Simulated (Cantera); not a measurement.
## Ignition delay

Mixture: H2 : O2 : N2 = 1 : 0.676 : 2.54 (molar parts), at 3.80 bar, adiabatic and at constant volume. Ignition delay is the time to a rise of 400 K.

Detailed kinetics in Cantera: GRI-Mech 3.0 (53 species, 325 reactions). The hydrogen kinetics of GRI-Mech 3.0 are dated; newer H2 mechanisms differ, most at raised pressure. Below about 950 K walls govern HO2 and H2O2 in real vessels. Where the delays flatten at high temperature, the 400 K rule measures the pace of heat release, not the induction time.

```csv
T0 (K),delay (ms)
875,452
950,49.3
1025,5.31
1100,0.151
1175,0.0209
1250,0.0108
1325,0.00705
1400,0.00508
1475,0.00391
1550,0.00315
```
